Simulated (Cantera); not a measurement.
Cantera run, input and output.

```python
import numpy as np
import cantera as ct

gas = ct.Solution("gri30.yaml")
gas.TPX = 675, 420000, {'CH4': 1, 'H2': 0.21, 'O2': 3.2, 'N2': 12}
inlet = ct.Reservoir(gas, clone=True)
gas.equilibrate("HP")  # start burning
reactor = ct.IdealGasConstPressureReactor(gas, energy="on", clone=False)
exhaust = ct.Reservoir(gas, clone=True)
tau = [0.43, 0.18, 0.071, 0.029, 0.012, 0.0047, 0.0019, 0.00077, 0.00031, 0.00013, 5.1e-05][0]
for a, b in ((inlet, reactor), (reactor, exhaust)):
    ct.MassFlowController(a, b, mdot=lambda t: reactor.mass / tau)
net = ct.ReactorNet([reactor])
show = ['CH4', 'H2', 'O2', 'H2O2', 'OH', 'C2H6']

rows = []
print(f"{'tau/s':>10s}{'T/K':>9s}" + "".join(f"{s:>11s}" for s in show))
for tau in [0.43, 0.18, 0.071, 0.029, 0.012, 0.0047, 0.0019, 0.00077, 0.00031, 0.00013, 5.1e-05]:
    net.initial_time = 0.0
    net.advance(30 * tau)
    before = gas.X
    net.advance(40 * tau)
    drift = np.max(np.abs(gas.X - before) / (gas.X + 1e-9))
    rows.append([gas.T, *gas[show].X, drift])
    print(f"{tau:10.3e}{gas.T:9.1f}" + "".join(f"{x:11.3e}" for x in gas[show].X))
```

Output:

```
     tau/s      T/K        CH4         H2         O2       H2O2         OH       C2H6
 4.300e-01   2066.9  3.768e-07  1.238e-04  6.588e-02  1.638e-07  1.721e-03  1.770e-13
 1.800e-01   2068.4  8.784e-07  1.285e-04  6.630e-02  1.664e-07  1.754e-03  9.472e-13
 7.100e-02   2069.0  2.143e-06  1.384e-04  6.657e-02  1.705e-07  1.808e-03  5.522e-12
 2.900e-02   2068.2  4.895e-06  1.598e-04  6.672e-02  1.782e-07  1.909e-03  2.785e-11
 1.200e-02   2065.5  1.044e-05  2.058e-04  6.682e-02  1.946e-07  2.105e-03  1.183e-10
 4.700e-03   2059.6  2.156e-05  3.077e-04  6.696e-02  2.306e-07  2.483e-03  4.406e-10
 1.900e-03   2049.0  4.089e-05  4.977e-04  6.722e-02  2.941e-07  3.046e-03  1.287e-09
 7.700e-04   2030.8  7.559e-05  8.324e-04  6.774e-02  3.951e-07  3.780e-03  3.356e-09
 3.100e-04   2000.9  1.421e-04  1.389e-03  6.879e-02  5.455e-07  4.604e-03  8.786e-09
 1.300e-04   1955.9  2.736e-04  2.197e-03  7.074e-02  7.520e-07  5.280e-03  2.496e-08
 5.100e-05   1879.4  6.400e-04  3.475e-03  7.506e-02  1.091e-06  5.432e-03  1.153e-07
```

Cantera simulation using GRI-Mech 3.0 (53 species, 325 reactions); the numbers are that mechanism's predictions, not measurements.
